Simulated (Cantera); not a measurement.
Input (Python, Cantera) and output of one run.

```python
import numpy as np
import cantera as ct

gas_names = """
    CL CL2 H HCL H2 Si SiCL SiCL2 SiCL3 SiCL4 SiH SiHCL3 SiH2 SiH2CL2 SiH3 SiH3CL SiH4 Si2 Si3
""".split()
cond_names = """
    Si(cr) Si(L)
""".split()


# ... load() reads the species with a 1 bar reference pressure and builds the phases ...
atoms = {
    'SiCl4': {'Si': 1, 'CL': 4},
    'H2': {'H': 2},
    'HCl': {'H': 1, 'CL': 1},
}
top_T = {}  # K; cautious upper limits of use, not melting points


# ... equilibrate(T, P, feed) seeds the gas with the atoms and calls Mixture.equilibrate('TP', solver="vcs", rtol=1e-11, max_steps=5000) ...
results = []
T = 1223.15  # K
P = 230000  # Pa
for m in [0.66, 1.2, 1.7, 2.2, 2.7, 3.3, 3.8, 4.3]:
    feed = {'SiCl4': 1, 'H2': 1.1, 'HCl': m}  # mol
    mix = equilibrate(T, P, feed)
    results.append((T, P, feed, dict(zip(mix.species_names, mix.species_moles))))

top = {s: max(r[3][s] / sum(r[3][g] for g in gas_names) for r in results) for s in gas_names}
cols = sorted((s for s in top if top[s] > 1e-05), key=lambda s: -top[s])[:6]
seen = [c for c in cond_names if any(r[3].get(c, 0) > 1e-12 for r in results)]
print("log10 of partial pressures in bar; condensed amounts in mol")
print(f"{'n(HCl)':>10s}" + "".join(f"{s[:9]:>10s}" for s in cols + seen))
for T, P, feed, n in results:
    ng = sum(n[g] for g in gas_names)
    print(f"{feed['HCl']:10.4g}" + "".join(f"{np.log10(max(n[s] / ng * P / 1e5, 1e-99)):10.3f}" for s in cols)
          + "".join(f"{n.get(c, 0):10.4g}" for c in seen))
```

Output:

```
log10 of partial pressures in bar; condensed amounts in mol
    n(HCl)       HCL        H2     SiCL4    SiHCL3     SiCL3     SiCL2
      0.66    -0.227    -0.058    -0.103    -1.445    -2.160    -3.316
       1.2    -0.067    -0.127    -0.171    -1.742    -2.423    -3.773
       1.7     0.018    -0.185    -0.229    -1.942    -2.594    -4.058
       2.2     0.074    -0.237    -0.280    -2.101    -2.727    -4.273
       2.7     0.114    -0.284    -0.326    -2.234    -2.837    -4.446
       3.3     0.149    -0.334    -0.376    -2.370    -2.947    -4.617
       3.8     0.172    -0.372    -0.414    -2.468    -3.026    -4.737
       4.3     0.190    -0.407    -0.449    -2.556    -3.097    -4.843
```

Method: chemical equilibrium by Gibbs-energy minimisation in Cantera with the NASA 1993 tables (ideal gas, pure condensed phases). The tables' values for SiCl3 are old estimates; treat these amounts as uncertain.
